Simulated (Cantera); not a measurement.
# Hydrogen reduction and annealing atmospheres: Fe₃O₄ + H₂ + H₂O

Charge: 1 mol Fe₃O₄, a varied amount of H₂, 1 mol H₂O, at 1.70 mbar.

These are equilibrium values from Cantera (NASA tables, ideal gas, pure condensed phases), not measurements of a reactor. Candidate condensed phases: Fe, FeO, Fe(OH)₂, Fe(OH)₃, Fe₂O₃, Fe₃O₄, H₂O; 12 gas species. Rates play no part.

Stable condensed phases:

```
T in K \ n(H₂) in mol
          18  22  29  36  47  59  76  97 120 160
   2000    A   A   A   A   A   A   A   A   A   A
   1950    B   A   A   A   A   A   A   A   A   A
   1900    B   B   B   B   A   A   A   A   A   A
   1850    B   B   B   B   B   B   B   A   A   A
   1800    B   B   B   B   B   B   B   B   B   B
   1750    B   B   B   B   B   B   B   B   B   B
   1700    B   B   B   B   B   B   B   B   B   B
   1650    B   B   B   B   B   B   B   B   B   B
   1600    B   B   B   B   B   B   B   B   B   B
   1550    B   B   B   B   B   B   B   B   B   B
   1500    B   B   B   B   B   B   B   B   B   B
   1450    B   B   B   B   B   B   B   B   B   B
   1400    B   B   B   B   B   B   B   B   B   B
```

A: gas only; B: Fe.
